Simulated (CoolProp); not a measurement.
R13 at 276.51 K and 3.28 MPa is throttled through a valve to 0.398 MPa with no heat exchange. Each further row changes one setting.

Computed with CoolProp (reference Helmholtz-energy equation of state, Platzer 1990). This equation is an older, rougher fit; its heat capacities, sound speeds and derivatives of the liquid may be far off and weren't checked against measurements.

| case | temperature change (K) | final phase | final density (kg/m³) |
|---|---|---|---|
| as stated | ___ | ___ | 56.6 |
| outlet pressure 0.119 MPa | -81.7 | ___ | 14.3 |
| outlet pressure 0.517 MPa | -47.7 | two-phase, vapour fraction 0.398 | 78.9 |

Problem. Fill in the missing entries.

Solution. 
- as stated, temperature change (K): -54.7
- as stated, final phase: two-phase, vapour fraction 0.435
- outlet pressure 0.119 MPa, final phase: two-phase, vapour fraction 0.561
